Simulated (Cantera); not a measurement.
Source: NASA polynomial tables (part measured, part estimated), evaluated in Cantera. Values are per mole of reaction as written; species without (g) are pure solids or liquids, kept so even where they would boil at 1 bar. VN: taken at fixed stoichiometry.

Task: Between 300 and 2100 K, where is each reaction favourable under standard conditions?
- 2 NO(g) + 6 V₂O₃ → 5 V₂O₄ + 2 VN

Result: 
- 2 NO(g) + 6 V₂O₃ → 5 V₂O₄ + 2 VN: ΔG° is -315 kJ at 300 K and 112 kJ at 2100 K; it changes sign between 1350 and 1500 K. ΔH° is 195 kJ and ΔS° 40 J/K at 2100 K.
